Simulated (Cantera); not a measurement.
Charge: 1 mol SO2, 0.089 mol H2O, 11 mol H2, equilibrated at 17.0 mbar.

Equilibrium computed with Cantera from the NASA thermochemical tables; the gas is ideal and each condensed phase is pure. Candidate condensed phases: H2O, H2SO4, S; 19 gas species. Equilibrium is a limit: real reactors are often held back by kinetics, nucleation or transport.

Problem. At 2500 °C, list the 5 most abundant gas species with their mole fractions, and the condensed phases.

Solution. H2 0.446, H 0.381, H2O 0.0792, S 0.0325, SO 0.0216. Condensed: gas only.
